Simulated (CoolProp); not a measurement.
The fluid at 454.57 K and 5.58 MPa is throttled through a valve to 2.36 MPa with no heat exchange. The same conditions are run with several fluids, on thermodynamics alone (safety and materials aside).

Model: reference Helmholtz-energy equation of state of each fluid (carbon dioxide: Span 1996; chloromethane (R40): Thol 2014; cyclopropane: Polt 1992; sulfur dioxide: Gao 2016), in CoolProp. The equations of Platzer and Polt are older, rougher fits.

Task: Rank carbon dioxide, chloromethane (R40), cyclopropane, sulfur dioxide by temperature change (K), highest first.

Result: carbon dioxide (-12.5), cyclopropane (-21.3), chloromethane (R40) (-36.4), sulfur dioxide (-39.1)

```json
[
 {"fluid": "carbon dioxide", "final density (kg/m³)": "29.1"},
 {"fluid": "chloromethane (R40)", "final density (kg/m³)": "39.7"},
 {"fluid": "cyclopropane", "final density (kg/m³)": "31.3"},
 {"fluid": "sulfur dioxide", "final density (kg/m³)": "50.3"}
]
```
